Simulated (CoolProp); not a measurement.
Vapour-liquid equilibrium of R143a (1) + R1234yf (2) at 287.6 K; x and y are mole fractions of (1).

The numbers come from the multi-fluid Helmholtz-energy mixture model, Lemmon and Jacobsen 2000 and Lemmon 2022; pair parameters Bell 2016 in CoolProp.

### Question
Give the bubble pressure and the first vapour's composition at x = 0.05, 0.875, 0.95. Is there an azeotrope?

### Answer
x = 0.05: 526.4 kPa, y = 0.087; x = 0.875: 894.4 kPa, y = 0.916; x = 0.95: 927.1 kPa, y = 0.967. No azeotrope shows between x = 0.05 and 0.95.

The pair parameters rest on a limited set of measurements; away from them the model extrapolates.
